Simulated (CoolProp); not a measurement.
A simple Rankine cycle with C3F8 (R218): condensing at 288.15 K, boiler at 2.01 MPa, turbine inlet 337.6 K, turbine efficiency 0.8, pump efficiency 0.7, no recuperator. Each further row changes one setting.

Model: reference Helmholtz-energy equation of state, Lemmon 2006, in CoolProp. It is a short technical equation, of lower accuracy than the large ones.

```csv
case,thermal efficiency (%),net work (kJ/kg),heat in (kJ/kg),turbine exit temperature (K),volume ratio over the turbine
as stated,7.5,8.00,107,306.7,4.01
turbine inlet 357.6 K,7.4,9.69,130,331.5,3.54
condensing temperature 280.15 K,8.8,10.1,115,302.1,5.17
boiler pressure 1.41 MPa,5.6,6.55,117,320.5,2.36
turbine efficiency 0.7,6.4,6.83,107,308.0,4.04
```
